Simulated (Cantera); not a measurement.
A Cantera script and what it prints.

```python
import numpy as np
import cantera as ct

gas_names = """
    CL CLO CL2 H HCL HOCL HO2 H2 H2O H2O2 O OH O2 O3 Ti TiCL TiCL2 TiCL3 TiCL4 TiO TiOCL TiOCL2 TiO2
""".split()
cond_names = """
    H2O(s) H2O(L) Ti(a) Ti(b) Ti(L) TiCL2(s) TiCL3(s) TiCL4(L) TiO(a) TiO(b) TiO(L) TiO2(ru) TiO2(L)
    Ti2O3(a) Ti2O3(b) Ti2O3(L) Ti3O5(a) Ti3O5(b) Ti3O5(L) Ti4O7(s) Ti4O7(L)
""".split()


# ... load() reads the species with a 1 bar reference pressure and builds the phases ...
atoms = {
    'TiCl4': {'Ti': 1, 'CL': 4},
    'H2O': {'H': 2, 'O': 1},
    'H2': {'H': 2},
    'O2': {'O': 2},
}
top_T = {'TiCL2(s)': 1300, 'TiCL3(s)': 1000}  # K; cautious upper limits of use, not melting points


# ... equilibrate(T, P, feed) seeds the gas with the atoms and calls Mixture.equilibrate('TP', solver="vcs", rtol=1e-11, max_steps=5000) ...
results = []
feed = {'TiCl4': 1, 'H2O': 3.6, 'H2': 160, 'O2': 0.17}  # mol
T = 1850  # K
P = 100000  # Pa
mix = equilibrate(T, P, feed)
results.append((T, P, feed, dict(zip(mix.species_names, mix.species_moles))))
x = sorted(zip(gas.X, gas.species_names), reverse=True)
print(f"T = {T:g} K  P = {P:g} Pa  gas = {mix.phase_moles(0):.4g} mol")
print("   x: " + "  ".join(f"{s} {v:.3e}" for v, s in x if v > 1e-06))
print("   condensed (mol): " + ("  ".join(f"{mix.phase(i).name} {mix.phase_moles(i):.4g}"
      for i in range(1, mix.n_phases) if mix.phase_moles(i) > 1e-12) or "none"))
```

Result:

```
T = 1850 K  P = 100000 Pa  gas = 165.6 mol
   x: H2 9.616e-01  HCL 2.414e-02  H2O 1.372e-02  H 5.283e-04  CL 1.008e-05
   condensed (mol): Ti3O5(b) 0.3333
```

Cantera equilibrium calculation (NASA polynomials, part measured and part estimated; ideal gas, pure solids and liquids).
